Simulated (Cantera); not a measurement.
Input: 1 mol C3H8, a varied amount of O2, 28 mol N2, at 2200 K and 13.3 mbar.

Equilibrium computed with Cantera from the NASA thermochemical tables; the gas is ideal and each condensed phase is pure. Candidate condensed phases: C, C6H6, C7H8, C8H18, H2O; 136 gas species. Kinetics and transport are ignored.

Question: Which condensed phases are stable at each of these points (n(O2) (mol)): 0.07, 0.23, 0.39, 0.55, 0.71, 0.87, 1, 1.2, 1.4, 1.5, 1.7, 1.8, 2?

Answer: 
```tsv
n(O2) (mol)	condensed phases	C condensed (%)
0.07	C(graphite)	83.8
0.23	C(graphite)	73.2
0.39	C(graphite)	62.5
0.55	C(graphite)	51.9
0.71	C(graphite)	41.2
0.87	C(graphite)	30.5
1	C(graphite)	21.9
1.2	C(graphite)	8.5
1.4	gas only	0.0
1.5	gas only	0.0
1.7	gas only	0.0
1.8	gas only	0.0
2	gas only	0.0
```

From 0.07 mol O2 to 1.2 mol O2 the condensed part is C(graphite). From 1.4 mol O2 to 2 mol O2 nothing is condensed.
